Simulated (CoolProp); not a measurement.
Vapour-liquid equilibrium of n-hexane (1) + dimethyl carbonate (2) at 318.9 K; x and y are mole fractions of (1).

Model: multi-fluid Helmholtz-energy mixture model, Thol 2019 and Zhou 2011; pair parameters Bell 2016, in CoolProp.

Question: Give the bubble pressure and the first vapour's composition at x = 0.05, 0.2, 0.8. Is there an azeotrope?

Answer: x = 0.05: 0.02986 MPa, y = 0.377; x = 0.2: 0.04411 MPa, y = 0.616; x = 0.8: 0.05058 MPa, y = 0.779. y crosses x between x = 0.65 and 0.8: the model has an azeotrope there.

The pair parameters rest on a limited set of measurements; away from them the model extrapolates. With so large a gap from Raoult's law the liquid may split in two, which this calculation doesn't test in full.
